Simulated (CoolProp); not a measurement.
Hydrogen chloride along the isotherm 369 K: fugacity coefficient from the reference equation and from simpler models built on Tc = 324.7 K, pc = 83.14 bar, ω = 0.130; each cubic takes its own stable root.

Values from CoolProp's reference Helmholtz-energy equation of state, Thol 2018.

```
p (bar)          phase  reference  van der Waals  Redlich-Kwong  Soave-Redlich-Kwong  Peng-Robinson
-------  -------------  ---------  -------------  -------------  -------------------  -------------
0.657              gas     0.9980         0.9983         0.9981               0.9982         0.9980
1.5                gas     0.9955         0.9961         0.9958               0.9959         0.9953
3.4                gas     0.9897         0.9912         0.9904               0.9908         0.9894
7.75               gas     0.9767         0.9799         0.9783               0.9791         0.9760
17.6               gas     0.9476         0.9544         0.9511               0.9529         0.9462
40.1               gas     0.8834         0.8967         0.8903               0.8944         0.8805
91.3     supercritical     0.7483         0.7662         0.7588               0.7684         0.7429
208      supercritical     0.5070         0.5248         0.5260               0.5454         0.5130
```
